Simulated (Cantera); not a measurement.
# Thermodynamics of silicon etching in halogen gases, feed Si + Br2

Input: 1 mol Si, a varied amount of Br2, held at 133 Pa.

These are equilibrium values from Cantera (NASA tables, ideal gas, pure condensed phases), not measurements of a reactor. Candidate condensed phases: Br2, Si; 9 gas species. The tables' values for SiBr3 are old estimates. Equilibrium is a limit: real reactors are often held back by kinetics, nucleation or transport.

Stable condensed phases:

```
T in °C \ n(Br2) in mol
         0.82  1.3  1.7  2.1  2.6    3  3.5  3.9  4.3  4.8
   1252     A    B    B    B    B    B    B    B    B    B
   1152     A    B    B    B    B    B    B    B    B    B
   1052     A    B    B    B    B    B    B    B    B    B
    952     A    B    B    B    B    B    B    B    B    B
    852     A    A    B    B    B    B    B    B    B    B
    752     A    A    A    B    B    B    B    B    B    B
    652     A    A    A    B    B    B    B    B    B    B
    552     A    A    A    B    B    B    B    B    B    B
    452     A    A    A    B    B    B    B    B    B    B
    352     A    A    A    B    B    B    B    B    B    B
```

A: Si; B: gas only.
